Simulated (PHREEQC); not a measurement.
Make-up at 20 °C: 0.0074 mol FeSO4, 0.088 mol NaH2PO4 and 0.12 mol NaCl per kg of water. Closed to the air; pH follows from the charge balance.

Equilibrium calculation in PHREEQC: ion-association model, phreeqc.dat.

Each row changes one thing in this solution. This is a speciation only: nothing precipitates in the calculation.

```csv
case,pH,ionic strength (mol/kgw),SO4-2 (mol/kgw),NaSO4- (mol/kgw),Fe+2 (mol/kgw),FeSO4 (mol/kgw),SI of Melanterite (FeSO4:7H2O)
as made,4.38,0.221,0.00571,0.00163,0.000522,4.19e-5,-4.32
NaCl left out,4.44,0.102,0.00633,0.000994,0.000423,6.35e-5,-4.13
diluted 2-fold with water,[?],[?],0.00310,0.000563,0.000406,2.82e-5,-4.49
NaH2PO4 replaced by H3PO4 at the same molality,1.65,0.161,0.00363,0.000670,0.00134,8.50e-5,-4.01
NaH2PO4 replaced by Na2SO4 at the same molality,6.47,0.356,0.0700,0.0225,0.00427,0.00295,-2.46
diluted 100-fold with water,5.12,0.00235,7.29e-5,[?],5.37e-5,4.19e-7,-6.32
```

### Question
What belongs in the gaps?

### Answer

- diluted 2-fold with water, pH: 4.46
- diluted 2-fold with water, ionic strength (mol/kgw): 0.111
- diluted 100-fold with water, NaSO4- (mol/kgw): 5.97e-7

Some of these states are supersaturated (in Vivianite, for instance).
